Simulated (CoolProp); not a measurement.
Vapour-liquid equilibrium of ethylene (1) + 1-butene (2) at -45.75 °C; x and y are mole fractions of (1).

Model: multi-fluid Helmholtz-energy mixture model, Smukala 2000 and Lemmon 2005; pair parameters Bell 2016, in CoolProp.

**Question.** Give the bubble pressure and the first vapour's composition at x = 0.125, 0.425, 0.575. Is there an azeotrope?

**Answer.** x = 0.125: 0.1569 MPa, y = 0.905; x = 0.425: 0.5006 MPa, y = 0.977; x = 0.575: 0.6765 MPa, y = 0.986. No azeotrope shows between x = 0.05 and 0.95.

Pair parameters are fitted to limited data, so mixtures are less certain than the pure fluids.
